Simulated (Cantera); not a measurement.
Cantera with NASA thermochemical tables; ideal gases at 1 bar, condensed phases pure. Values are per mole of reaction as written; species without (g) are pure solids or liquids, kept so even where they would boil at 1 bar.

### Question
Between 300 and 2148 K, where is each reaction favourable under standard conditions?
- Li₂O = O(g) + 2 Li(g)

### Answer
- Li₂O = O(g) + 2 Li(g): ΔG° is 1046 kJ at 300 K and 344 kJ at 2148 K; it stays positive (K < 1). ΔH° is 1061 kJ and ΔS° 334 J/K at 2148 K.
